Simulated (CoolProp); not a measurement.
Vapour-liquid equilibrium of carbon dioxide (1) + R124 (2) at 268.3 K; x and y are mole fractions of (1).

Computed with CoolProp (multi-fluid Helmholtz-energy mixture model, Span 1996 and de Vries 1995; pair parameters Bell 2016).

| x | bubble pressure, mixture model (kPa) | bubble pressure, Raoult's law (kPa) | y, mixture model | y, Raoult's law |
|---|---|---|---|---|
| 0.05 | 265.3 | 281.4 | 0.495 | 0.543 |
| 0.15 | 511.9 | 573.7 | 0.748 | 0.800 |
| 0.25 | 750.0 | 866.0 | 0.836 | 0.883 |
| 0.35 | 990.1 | 1158 | 0.884 | 0.924 |
| 0.45 | 1241 | 1451 | 0.915 | 0.949 |
| 0.55 | 1509 | 1743 | 0.938 | 0.965 |
| 0.65 | 1800 | 2035 | 0.955 | 0.977 |
| 0.75 | 2120 | 2328 | 0.970 | 0.985 |
| 0.85 | 2471 | 2620 | 0.983 | 0.992 |
| 0.95 | 2854 | 2912 | 0.995 | 0.998 |

The largest gap from Raoult's law is -14.5 % in bubble pressure, at x = 0.35. No azeotrope shows between x = 0.05 and 0.95.

Pair parameters are fitted to limited data, so mixtures are less certain than the pure fluids.
